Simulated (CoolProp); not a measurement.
R507A at several states: density (kg/m³) from the reference equation and from simpler models built on Tc = 343.8 K, pc = 3.705 MPa, ω = 0.286; each cubic takes its own stable root.

Model: reference Helmholtz-energy equation of state, Lemmon 2003, in CoolProp. It is a pseudo-pure fit of the blend.

```
T (K)  p (MPa)          phase   reference  van der Waals  Redlich-Kwong
-----  -------  -------------  ----------  -------------  -------------
452.4     15.1  supercritical  (withheld)          531.4          558.3
498.7     1.01            gas       24.68          24.87          24.81
222.3     15.4         liquid  (withheld)          828.5     (withheld)
439.1     15.9  supercritical       633.9     (withheld)          611.0
```

Question: Some entries are withheld; supply them.

Answer: 
- 452.4, reference: 566.4
- 222.3, reference: 1367
- 222.3, Redlich-Kwong: 1178
- 439.1, van der Waals: 562.3
